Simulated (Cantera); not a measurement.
# Catalytic stagnation flow on Pt

A jet of H2 : O2 : N2 = 0.011 : 0.064 : 0.79 (molar parts) at 300 K and 0.480 bar hits a platinum plate 2.5 cm away at a mass flux of 0.065 kg/m²/s; the plate temperature is set and raised in steps from an oxygen-covered start.

Cantera simulation using Deutschmann's 1995 Pt surface mechanism with GRI-Mech 3.0 gas chemistry; the numbers are that mechanism's predictions, not measurements. Catalytic surfaces can have several steady states; this one follows from the mechanism file's or the stated starting coverage.

```
plate T (K)  wall x H2  wall x O2  wall x H2O  wall x OH  θ free Pt   θ O*    θ OH*
-----------  ---------  ---------  ----------  ---------  ---------  -----  -------
600           0.000849     0.0614      0.0229      <1e-8     0.0228  0.970  0.00677
650           0.000837     0.0614      0.0228      <1e-8     0.0242  0.971  0.00457
700           0.000765     0.0613      0.0228      <1e-8     0.0278  0.969  0.00339
750           0.000572     0.0612      0.0230      <1e-8     0.0392  0.958  0.00290
800           0.000375     0.0610      0.0233      <1e-8     0.0637  0.934  0.00276
850           0.000247     0.0609      0.0234      <1e-8      0.101  0.896  0.00266
900           0.000173     0.0608      0.0235    1.71e-8      0.149  0.848  0.00251
```
x: mole fraction at the wall; θ: surface coverage.
